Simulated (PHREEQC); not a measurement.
Make-up at 25 °C: 0.0021 mol HF and 0.0022 mol NaF per kg of water. Closed to the air; pH follows from the charge balance.

Computed with PHREEQC (ion-association model, phreeqc.dat).

Precipitation was switched off in this run.

Question: Order these F species by the share of F that they hold, largest first: HF, F-, HF2-.

Answer: F- (61 %), HF (38 %), HF2- (0.77 %)

The pH is 3.36 and the ionic strength 0.00265 mol/kgw. Complexes and solids missing from the database can't appear.
